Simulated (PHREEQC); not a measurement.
**Polishing slurry liquid with buffer: speciation**

Solution A (30 mmol/kgw NH3, 0.16 mmol/kgw H4SiO4 and 0.16 mmol/kgw KH2PO4) is mixed with solution B (53 mmol/kgw HF, 0.11 mmol/kgw NaF and 9.7 mmol/kgw KCl) at 25 °C; shares are by mass of water, 1 kg in all. O2 is buffered at 0.21 atm. No CO2 enters from the air. Solids allowed: SiO2(a), Halite. Others were left out.

The series has 11 steps of share of solution B, from 0 to 1.

Model: ion-association model, wateq4f.dat, run in PHREEQC.

**Question.** Between which two steps does the pH jump most, and from what to what?

**Answer.** Between share of solution B = 0.3 and 0.4: from 8.79 to 3.96.

wateq4f.dat counts part of the HF as a dimer, H2F2, which phreeqc.dat doesn't know; its constant is uncertain. H3PO4, which wateq4f.dat lacks, is added to it with the constant of phreeqc.dat. SiF6-2 is the database's only silicon fluoride.
